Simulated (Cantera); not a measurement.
Feed: 1 mol Si, 0.69 mol F₂, 0.12 mol H₂, at 1048 K.

Equilibrium computed with Cantera from the NASA thermochemical tables; the gas is ideal and each condensed phase is pure. Candidate condensed phases: Si; 25 gas species. The tables' values for SiF₃, SiF₂ are old estimates; treat these amounts as uncertain. The numbers say what is thermodynamically allowed, not how fast it happens.

x: gas mole fraction; n: condensed amount in mol.

```
P (Pa)  x SiF₄   x H₂  x SiHF₃    x SiF₃  x SiH₂F₂    x SiF₂      x HF  n Si(s)
------  ------  -----  -------  --------  --------  --------  --------  -------
1        0.724  0.256  0.00234    0.0174   3.93e-6  0.000737  0.000361    0.653
4.20     0.728  0.256      [?]    0.0122       [?]  0.000361       [?]    0.653
18       0.731  0.255  0.00486   0.00850   1.68e-5  0.000175  0.000176    0.653
75       0.732  0.255  0.00694   0.00596   3.41e-5   8.56e-5  0.000123    0.653
320      0.732  0.253  0.00995   0.00415   7.02e-5   4.15e-5   8.52e-5    0.653
1300     0.731  0.252      [?]   0.00292       [?]   2.06e-5       [?]    0.653
5600     0.729  0.249   0.0201   0.00202  0.000288   9.89e-6   4.12e-5    0.652
24000    0.724  0.245   0.0286   0.00140  0.000585   4.76e-6   2.84e-5    0.651
100000   0.718  0.240   0.0401  0.000972   0.00116   2.32e-6   1.96e-5    0.650
```

Question: Fill in the missing entries.

Answer: 
- 1300, x SiHF₃: 0.0141
- 1300, x SiH₂F₂: 0.000140
- 1300, x HF: 5.98e-5
- 4.20, x SiHF₃: 0.00337
- 4.20, x SiH₂F₂: 8.09e-6
- 4.20, x HF: 0.000252
